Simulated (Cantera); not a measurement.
Feed: 1 mol CH3SiH3, a varied amount of C2H4, 1000 mol H2, equilibrated at 1275 K and 2.80 mbar.

Method: chemical equilibrium by Gibbs-energy minimisation in Cantera with the NASA 1993 tables (ideal gas, pure condensed phases). Candidate condensed phases: C, C6H6, C7H8, C8H18, Si, SiC; 87 gas species. The feed counts by its element totals alone. The numbers say what is thermodynamically allowed, not how fast it happens.

### Question
Which condensed phases are stable at each of these points (n(C2H4) (mol)): 0.0054, 0.01, 0.02, 0.038, 0.072, 0.14, 0.26, 0.5, 0.95?

### Answer
```json
[
 {"n(C2H4) (mol)": "0.0054", "condensed phases": "SiC(s)", "Si condensed (%)": "100.0"},
 {"n(C2H4) (mol)": "0.01", "condensed phases": "SiC(s)", "Si condensed (%)": "100.0"},
 {"n(C2H4) (mol)": "0.02", "condensed phases": "C(graphite) + SiC(s)", "Si condensed (%)": "100.0"},
 {"n(C2H4) (mol)": "0.038", "condensed phases": "C(graphite) + SiC(s)", "Si condensed (%)": "100.0"},
 {"n(C2H4) (mol)": "0.072", "condensed phases": "C(graphite) + SiC(s)", "Si condensed (%)": "100.0"},
 {"n(C2H4) (mol)": "0.14", "condensed phases": "C(graphite) + SiC(s)", "Si condensed (%)": "100.0"},
 {"n(C2H4) (mol)": "0.26", "condensed phases": "C(graphite) + SiC(s)", "Si condensed (%)": "100.0"},
 {"n(C2H4) (mol)": "0.5", "condensed phases": "C(graphite) + SiC(s)", "Si condensed (%)": "100.0"},
 {"n(C2H4) (mol)": "0.95", "condensed phases": "C(graphite) + SiC(s)", "Si condensed (%)": "100.0"}
]
```

From 0.0054 mol C2H4 to 0.01 mol C2H4 the condensed part is SiC(s). From 0.02 mol C2H4 to 0.95 mol C2H4 the condensed part is C(graphite) + SiC(s).
